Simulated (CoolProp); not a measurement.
Vapour-liquid equilibrium of ethylbenzene (1) + o-xylene (2) at 13.4 bar; x and y are mole fractions of (1).

Computed with CoolProp (multi-fluid Helmholtz-energy mixture model, Zhou 2012 and Zhou 2012; pair parameters Bell 2016).

```json
[
 {"x": "0.05", "bubble temperature (K)": "550.2", "y at the bubble point": "0.055", "dew temperature at overall composition x (K)": "550.2", "liquid density (mol/L)": "5.732"},
 {"x": "0.2", "bubble temperature (K)": "548.7", "y at the bubble point": "0.216", "dew temperature at overall composition x (K)": "548.8", "liquid density (mol/L)": "5.716"},
 {"x": "0.35", "bubble temperature (K)": "547.1", "y at the bubble point": "0.374", "dew temperature at overall composition x (K)": "547.4", "liquid density (mol/L)": "5.702"},
 {"x": "0.5", "bubble temperature (K)": "545.6", "y at the bubble point": "0.525", "dew temperature at overall composition x (K)": "545.8", "liquid density (mol/L)": "5.690"},
 {"x": "0.65", "bubble temperature (K)": "544.1", "y at the bubble point": "0.672", "dew temperature at overall composition x (K)": "544.3", "liquid density (mol/L)": "5.679"},
 {"x": "0.8", "bubble temperature (K)": "542.7", "y at the bubble point": "0.814", "dew temperature at overall composition x (K)": "542.8", "liquid density (mol/L)": "5.670"},
 {"x": "0.95", "bubble temperature (K)": "541.5", "y at the bubble point": "0.954", "dew temperature at overall composition x (K)": "541.5", "liquid density (mol/L)": "5.662"}
]
```

No azeotrope shows between x = 0.05 and 0.95.

The pair parameters rest on a limited set of measurements; away from them the model extrapolates.
